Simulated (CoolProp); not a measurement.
A single-stage vapour-compression cycle with CH2F2 (R32): evaporating at 203.15 K (dew point), condensing at 263.15 K (bubble point), superheat 10 K, subcooling 0 K, compressor efficiency 0.7, no pressure losses. Each further row changes one setting.

Computed with CoolProp (reference Helmholtz-energy equation of state, Tillner-Roth 1997).

```csv
case,cooling COP,pressure ratio,discharge temperature (K),refrigerating effect (kJ/kg),volumetric capacity (kJ/m³)
as stated,1.74,16.2,423.4,312,___
evaporating temperature 208.15 K,___,11.9,405.4,315,___
condensing temperature 258.15 K,1.95,13.5,___,320,345
subcooling 5 K,___,16.2,423.4,320,345
```

Fill in the missing entries.


- as stated, volumetric capacity (kJ/m³): 336
- evaporating temperature 208.15 K, cooling COP: 2.01
- evaporating temperature 208.15 K, volumetric capacity (kJ/m³): 450
- condensing temperature 258.15 K, discharge temperature (K): 408.8
- subcooling 5 K, cooling COP: 1.79
